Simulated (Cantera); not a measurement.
Feed: 1 mol SiC, a varied amount of O2, 1.4 mol H2, held at 1523 K and 0.150 Torr.

Cantera equilibrium calculation (NASA polynomials, part measured and part estimated; ideal gas, pure solids and liquids). Candidate condensed phases: C, C6H6, C7H8, C8H18, H2O, Si, SiC, SiO2; 123 gas species. The tables hold silica as quartz up to 1696 K and as liquid above; real silica turns to tridymite and cristobalite and melts near 1996 K. Rates play no part.

x: gas mole fraction; n: condensed amount in mol.

```json
[
 {"n(O2) (mol)": "0.36", "x H2": "0.659", "x CO": "0.170", "x H2O": "7.03e-7", "x SiO": "0.170", "x CO2": "6.74e-8", "x H": "0.00133", "x OH": "4.36e-11", "n SiC(s)": "0.640", "n SiO2(β-quartz)": "0"},
 {"n(O2) (mol)": "0.42", "x H2": "0.624", "x CO": "0.187", "x H2O": "7.35e-7", "x SiO": "0.187", "x CO2": "8.22e-8", "x H": "0.00129", "x OH": "4.69e-11", "n SiC(s)": "0.580", "n SiO2(β-quartz)": "0"},
 {"n(O2) (mol)": "0.49", "x H2": "0.587", "x CO": "0.206", "x H2O": "7.59e-7", "x SiO": "0.206", "x CO2": "9.91e-8", "x H": "0.00125", "x OH": "4.99e-11", "n SiC(s)": "0.510", "n SiO2(β-quartz)": "0"},
 {"n(O2) (mol)": "0.57", "x H2": "0.550", "x CO": "0.224", "x H2O": "7.75e-7", "x SiO": "0.224", "x CO2": "1.18e-7", "x H": "0.00121", "x OH": "5.27e-11", "n SiC(s)": "0.430", "n SiO2(β-quartz)": "0"},
 {"n(O2) (mol)": "0.66", "x H2": "0.514", "x CO": "0.243", "x H2O": "7.83e-7", "x SiO": "0.242", "x CO2": "1.38e-7", "x H": "0.00117", "x OH": "5.50e-11", "n SiC(s)": "0.340", "n SiO2(β-quartz)": "0"},
 {"n(O2) (mol)": "0.76", "x H2": "0.479", "x CO": "0.260", "x H2O": "7.82e-7", "x SiO": "0.260", "x CO2": "1.58e-7", "x H": "0.00113", "x OH": "5.70e-11", "n SiC(s)": "0.240", "n SiO2(β-quartz)": "0"},
 {"n(O2) (mol)": "0.88", "x H2": "0.442", "x CO": "0.278", "x H2O": "7.73e-7", "x SiO": "0.278", "x CO2": "1.81e-7", "x H": "0.00109", "x OH": "5.86e-11", "n SiC(s)": "0.120", "n SiO2(β-quartz)": "0"},
 {"n(O2) (mol)": "1", "x H2": "0.411", "x CO": "0.294", "x H2O": "3.10e-6", "x SiO": "0.294", "x CO2": "8.26e-7", "x H": "0.00105", "x OH": "…", "n SiC(s)": "0", "n SiO2(β-quartz)": "0"},
 {"n(O2) (mol)": "1.2", "x H2": "0.466", "x CO": "0.333", "x H2O": "3.84e-5", "x SiO": "0.200", "x CO2": "1.02e-5", "x H": "0.00112", "x OH": "…", "n SiC(s)": "0", "n SiO2(β-quartz)": "0.400"},
 {"n(O2) (mol)": "1.4", "x H2": "0.537", "x CO": "0.384", "x H2O": "0.000115", "x SiO": "0.0770", "x CO2": "3.07e-5", "x H": "0.00120", "x OH": "…", "n SiC(s)": "0", "n SiO2(β-quartz)": "0.800"},
 {"n(O2) (mol)": "1.6", "x H2": "0.517", "x CO": "0.398", "x H2O": "0.0648", "x SiO": "0.000132", "x CO2": "0.0186", "x H": "0.00118", "x OH": "…", "n SiC(s)": "0", "n SiO2(β-quartz)": "1.000"},
 {"n(O2) (mol)": "1.9", "x H2": "0.338", "x CO": "0.328", "x H2O": "0.245", "x SiO": "2.28e-5", "x CO2": "0.0885", "x H": "0.000950", "x OH": "…", "n SiC(s)": "0", "n SiO2(β-quartz)": "1.000"},
 {"n(O2) (mol)": "2.2", "x H2": "0.185", "x CO": "0.231", "x H2O": "0.398", "x SiO": "7.67e-6", "x CO2": "0.185", "x H": "0.000703", "x OH": "…", "n SiC(s)": "0", "n SiO2(β-quartz)": "1.000"}
]
```

What belongs in the gaps?


- 1, x OH: 2.43e-10
- 1.2, x OH: 2.84e-9
- 1.4, x OH: 7.91e-9
- 1.6, x OH: 4.54e-6
- 1.9, x OH: 2.12e-5
- 2.2, x OH: 4.66e-5
